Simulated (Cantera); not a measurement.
Cantera run, input and output.

```python
import numpy as np
import cantera as ct

gas = ct.Solution("SiF4_NH3_mec.yaml", "gas")
gas.TPX = 1675, 17000, {'NH3': 1, 'N2': 14}
reactor = ct.IdealGasConstPressureReactor(gas, energy="off", clone=False)
net = ct.ReactorNet([reactor])
net.rtol, net.atol = 1e-08, 1e-18
show = ['NH3', 'N2H2', 'NH2', 'H2', 'N2H4']
times = np.geomspace(2e-06, 4, 15)

steps = ct.SolutionArray(gas, extra=["t"])
rows = []
print(f"{'t/s':>10s}{'T/K':>9s}{'P/Pa':>11s}" + "".join(f"{s:>11s}" for s in show))
for t in times:
    while net.time < t:
        t_next = net.step()
        steps.append(gas.state, t=t_next)
    rows.append([np.interp(t, steps.t, y) for y in (steps.T, steps.P, *steps(*show).X.T)])
    print(f"{t:10.3e}{rows[-1][0]:9.1f}{rows[-1][1]:11.4g}" + "".join(f"{x:11.3e}" for x in rows[-1][2:]))
rate = np.gradient(steps.T, steps.t)
print("integrator steps:", len(steps.t))
if steps.T.max() > steps.T[0] + 200:
    print(f"time of steepest temperature rise: {steps.t[rate.argmax()]:.4e} s")
gas.TPX = 1675, 17000, {'NH3': 1, 'N2': 14}
gas.equilibrate("TP")
print(f"equilibrium (TP): T = {gas.T:.1f} K  " + "  ".join(f"{s} {gas[s].X[0]:.3e}" for s in show))
```

Output:

```
       t/s      T/K       P/Pa        NH3       N2H2        NH2         H2       N2H4
 2.000e-06   1675.0    1.7e+04  6.667e-02  5.722e-18  3.834e-09  3.928e-10  2.336e-18
 5.638e-06   1675.0    1.7e+04  6.667e-02  1.551e-16  1.242e-08  2.716e-09  5.907e-17
 1.589e-05   1675.0    1.7e+04  6.667e-02  4.667e-15  4.272e-08  1.538e-08  1.475e-15
 4.480e-05   1675.0    1.7e+04  6.667e-02  1.214e-13  1.403e-07  6.321e-08  2.661e-14
 1.263e-04   1675.0    1.7e+04  6.667e-02  2.043e-12  4.206e-07  2.034e-07  2.987e-13
 3.560e-04   1675.0    1.7e+04  6.667e-02  2.286e-11  1.211e-06  5.988e-07  2.669e-12
 1.003e-03   1675.0    1.7e+04  6.666e-02  2.110e-10  3.435e-06  1.719e-06  2.206e-11
 2.828e-03   1675.0    1.7e+04  6.666e-02  1.920e-09  9.677e-06  5.031e-06  1.766e-10
 7.973e-03   1675.0    1.7e+04  6.664e-02  1.720e-08  2.691e-05  1.828e-05  1.369e-09
 2.247e-02   1675.0    1.7e+04  6.653e-02  1.021e-07  6.275e-05  1.283e-04  7.452e-09
 6.335e-02   1675.0    1.7e+04  6.606e-02  1.562e-07  7.439e-05  7.763e-04  1.047e-08
 1.786e-01   1675.0    1.7e+04  6.469e-02  1.512e-07  6.798e-05  2.710e-03  8.746e-09
 5.034e-01   1675.0    1.7e+04  6.104e-02  1.347e-07  5.832e-05  7.854e-03  6.439e-09
 1.419e+00   1675.0    1.7e+04  5.235e-02  1.021e-07  4.702e-05  2.008e-02  4.185e-09
 4.000e+00   1675.0    1.7e+04  3.588e-02  5.690e-08  3.320e-05  4.325e-02  2.085e-09
integrator steps: 851
equilibrium (TP): T = 1675.0 K  NH3 1.774e-07  N2H2 3.772e-15  NH2 4.103e-10  H2 9.370e-02  N2H4 3.191e-19
```

Computed with Cantera and the gas-phase N/H chemistry of the illustrative SiF4/NH3 mechanism in the Surface Chemkin manual (1991). Walls and surfaces, which speed up NH3 decomposition in real reactors, are not modelled.
